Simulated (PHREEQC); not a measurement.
Solution (75 °C): 16 mmol/kgw HF and 0.435 mmol/kgw CsF. Closed to the air; pH follows from the charge balance.

Model: ion-association model, wateq4f.dat, run in PHREEQC.

```
Property                    Value
----------------  ---------------
pH                           2.76
ionic strength    0.00226 mol/kgw
total alkalinity     -16.0 meq/kg
```

```tsv
species	molality	activity	log γ
HF	0.0139	0.0139	0.000
F-	0.00213	0.00201	-0.025
H+	0.00183	0.00173	-0.023
Cs+	0.000435	0.000410	-0.025
HF2-	0.000129	0.000121	-0.025
H2F2	7.10e-5	7.10e-5	0.000
```

Precipitation was switched off in this run. Species that the database lacks are ignored. Constants without temperature data keep their 25 °C values here.
